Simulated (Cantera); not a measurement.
An adiabatic, constant-volume homogeneous reactor starts with CH4 : O2 : N2 = 1 : 0.952 : 3.58 (molar parts), at 1448 K and 760 Torr.

Computed with Cantera and GRI-Mech 3.0 (53 species, 325 reactions).

Question: Predict: time of steepest temperature rise; temperature at 0.900 s; equilibrium temperature; x(O2) at 0.900 s; x(H2O) at 0.900 s; x(NO) at 0.900 s; x(CH2O) at 0.900 s.

Answer: 
```
Property                                                              Result
---------------------------------  -----------------------------------------
time of steepest temperature rise                                    2.67 ms
temperature at 0.900 s                                                2673 K
equilibrium temperature                                               2673 K
x(O2) at 0.900 s                     3.59e-5 (gas-phase equilibrium 3.59e-5)
x(H2O) at 0.900 s                        0.119 (gas-phase equilibrium 0.119)
x(NO) at 0.900 s                   0.000331 (gas-phase equilibrium 0.000331)
x(CH2O) at 0.900 s                   2.14e-8 (gas-phase equilibrium 2.14e-8)
```
